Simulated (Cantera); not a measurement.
A closed system holds: 1 mol SiF4, 40 mol N2O, 1.9 mol H2, 0.1 mol O2, held at 7.50 Torr.

Cantera equilibrium calculation (NASA polynomials, part measured and part estimated; ideal gas, pure solids and liquids). Candidate condensed phases: H2O, Si, SiO2, Si2N2O, Si3N4; 58 gas species. The tables hold silica as quartz up to 1696 K and as liquid above; real silica turns to tridymite and cristobalite and melts near 1996 K. Equilibrium is a limit: real reactors are often held back by kinetics, nucleation or transport.

### Question
At 1275 K, list the 6 most abundant gas species with their mole fractions, and the condensed phases.

### Answer
N2 0.636, O2 0.304, HF 0.0541, H2O 0.00315, SiF4 0.00237, NO 0.000363. Condensed: SiO2(β-quartz).
